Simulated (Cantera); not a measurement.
**Premixed flame**

A freely propagating, adiabatic, planar premixed flame of 44.7 % H₂, 14.9 % O₂, 40.3 % N₂, 0.134 % H₂O, unburnt at 448 K and 1730 Torr; mixture-averaged transport, grid criteria slope 0.08 and curve 0.16, no radiation.

Cantera simulation using the H2/O2 subset of GRI-Mech 3.0, which has no nitrogen chemistry; the numbers are that mechanism's predictions, not measurements. The hydrogen kinetics of GRI-Mech 3.0 are dated; newer H2 mechanisms differ, most at raised pressure. Burning velocities carry a grid error of a few per cent, more on coarse grids.

```json
[
 {"z (mm)": "-0.383", "T (K)": "448", "u (m/s)": "7.57", "x H₂": "0.447", "x O₂": "0.149", "x H₂O": "0.00134", "x O": "<1e-8", "x HO₂": "<1e-8", "x OH": "<1e-8"},
 {"z (mm)": "-0.255", "T (K)": "448", "u (m/s)": "7.57", "x H₂": "0.447", "x O₂": "0.149", "x H₂O": "0.00134", "x O": "<1e-8", "x HO₂": "<1e-8", "x OH": "<1e-8"},
 {"z (mm)": "-0.191", "T (K)": "448", "u (m/s)": "7.57", "x H₂": "0.447", "x O₂": "0.149", "x H₂O": "0.00134", "x O": "<1e-8", "x HO₂": "<1e-8", "x OH": "<1e-8"},
 {"z (mm)": "-0.128", "T (K)": "448", "u (m/s)": "7.57", "x H₂": "0.447", "x O₂": "0.149", "x H₂O": "0.00134", "x O": "<1e-8", "x HO₂": "1.04e-7", "x OH": "<1e-8"},
 {"z (mm)": "-0.0638", "T (K)": "467", "u (m/s)": "7.83", "x H₂": "0.443", "x O₂": "0.150", "x H₂O": "0.00171", "x O": "3.49e-6", "x HO₂": "0.000217", "x OH": "2.22e-5"},
 {"z (mm)": "-0.0319", "T (K)": "773", "u (m/s)": "12.5", "x H₂": "0.403", "x O₂": "0.144", "x H₂O": "0.0248", "x O": "0.000322", "x HO₂": "0.000568", "x OH": "0.00148"},
 {"z (mm)": "0", "T (K)": "1290", "u (m/s)": "20.1", "x H₂": "0.296", "x O₂": "0.105", "x H₂O": "0.117", "x O": "0.00412", "x HO₂": "0.000212", "x OH": "0.00371"},
 {"z (mm)": "0.0319", "T (K)": "1643", "u (m/s)": "25.3", "x H₂": "0.191", "x O₂": "0.0415", "x H₂O": "0.233", "x O": "0.00754", "x HO₂": "7.72e-5", "x OH": "0.00927"},
 {"z (mm)": "0.0638", "T (K)": "1813", "u (m/s)": "27.8", "x H₂": "0.154", "x O₂": "0.0149", "x H₂O": "0.283", "x O": "0.00700", "x HO₂": "2.64e-5", "x OH": "0.0127"},
 {"z (mm)": "0.128", "T (K)": "1977", "u (m/s)": "30.0", "x H₂": "0.147", "x O₂": "0.00569", "x H₂O": "0.303", "x O": "0.00569", "x HO₂": "9.55e-6", "x OH": "0.0148"},
 {"z (mm)": "0.255", "T (K)": "2138", "u (m/s)": "32.0", "x H₂": "0.153", "x O₂": "0.00361", "x H₂O": "0.312", "x O": "0.00408", "x HO₂": "5.63e-6", "x OH": "0.0150"},
 {"z (mm)": "0.511", "T (K)": "2290", "u (m/s)": "33.9", "x H₂": "0.159", "x O₂": "0.00220", "x H₂O": "0.321", "x O": "0.00251", "x HO₂": "3.27e-6", "x OH": "0.0137"},
 {"z (mm)": "1.02", "T (K)": "2415", "u (m/s)": "35.4", "x H₂": "0.163", "x O₂": "0.00116", "x H₂O": "0.331", "x O": "0.00134", "x HO₂": "1.72e-6", "x OH": "0.0111"}
]
```
x: mole fraction of selected species; z is measured from the peak of heat release.

- laminar burning velocity = 757 cm/s
- thermal thickness = 0.128 mm
- peak x(O) = 0.00757
- peak x(HO₂) = 0.000827
- peak x(OH) = 0.0152
- grid points = 113
